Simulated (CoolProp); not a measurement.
Vapour-liquid equilibrium of R1234ze(E) (1) + R227EA (2) at 237 K; x and y are mole fractions of (1).

Computed with CoolProp (multi-fluid Helmholtz-energy mixture model, Thol 2016 and Lemmon 2016; pair parameters Bell 2023).

### Question
Give the bubble pressure and the first vapour's composition at x = 0.05, 0.2, 0.425. Is there an azeotrope?

### Answer
x = 0.05: 0.3991 bar, y = 0.060; x = 0.2: 0.4113 bar, y = 0.230; x = 0.425: 0.4272 bar, y = 0.461. No azeotrope shows between x = 0.05 and 0.95.

The pair parameters rest on a limited set of measurements; away from them the model extrapolates.
